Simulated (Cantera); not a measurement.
Standard-state values (1 bar) from the NASA 1993 polynomials, evaluated with Cantera. Values are per mole of reaction as written; species without (g) are pure solids or liquids, kept so even where they would boil at 1 bar.

2 H2(g) + O2(g) = 2 H2O(g)

```
T (K)  ΔH° (kJ)  ΔS° (J/K)  ΔG° (kJ)  log10 K
-----  --------  ---------  --------  -------
2198     -503.2     -116.0    -248.1     5.90
2248        ___        ___       ___      ___
2298     -503.3     -116.1    -236.5     5.38
2348        ___        ___       ___      ___
2398     -503.5     -116.2    -224.9     4.90
2448     -503.5     -116.2    -219.1     4.67
2498     -503.6     -116.2    -213.3     4.46
2548     -503.6     -116.2    -207.5     4.25
```

Some entries are withheld; supply them.


- 2248, ΔH° (kJ): -503.2
- 2248, ΔS° (J/K): -116.1
- 2248, ΔG° (kJ): -242.3
- 2248, log10 K: 5.63
- 2348, ΔH° (kJ): -503.4
- 2348, ΔS° (J/K): -116.1
- 2348, ΔG° (kJ): -230.7
- 2348, log10 K: 5.13
